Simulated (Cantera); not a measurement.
Input: 1 mol TEOS, 20 mol N2O, 0.39 mol H2, held at 0.410 bar.

Method: chemical equilibrium by Gibbs-energy minimisation in Cantera with the NASA 1993 tables (ideal gas, pure condensed phases). Candidate condensed phases: C, C6H6, C7H8, C8H18, H2O, Si, SiC, SiO2, Si2N2O, Si3N4; 151 gas species. The feed counts by its element totals alone. The tables hold silica as quartz up to 1696 K and as liquid above; real silica turns to tridymite and cristobalite and melts near 1996 K. Gases not in the tables: Si(OH)4. Equilibrium is a limit: real reactors are often held back by kinetics, nucleation or transport.

### Question
Which condensed phases are stable at each of these points (T (K)): 673, 773, 873, 973, 1073, 1173, 1273, 1373, 1473, 1573, 1673, 1773, 1873, 1973?

### Answer
```
T (K)  condensed phases  Si condensed (%)
-----  ----------------  ----------------
673      SiO2(α-quartz)             100.0
773      SiO2(α-quartz)             100.0
873      SiO2(β-quartz)             100.0
973      SiO2(β-quartz)             100.0
1073     SiO2(β-quartz)             100.0
1173     SiO2(β-quartz)             100.0
1273     SiO2(β-quartz)             100.0
1373     SiO2(β-quartz)             100.0
1473     SiO2(β-quartz)             100.0
1573     SiO2(β-quartz)             100.0
1673     SiO2(β-quartz)             100.0
1773    SiO2(condensed)             100.0
1873    SiO2(condensed)             100.0
1973    SiO2(condensed)              99.9
```

From 673 K to 773 K the condensed part is SiO2(α-quartz). From 873 K to 1673 K the condensed part is SiO2(β-quartz). From 1773 K to 1973 K the condensed part is SiO2(condensed).
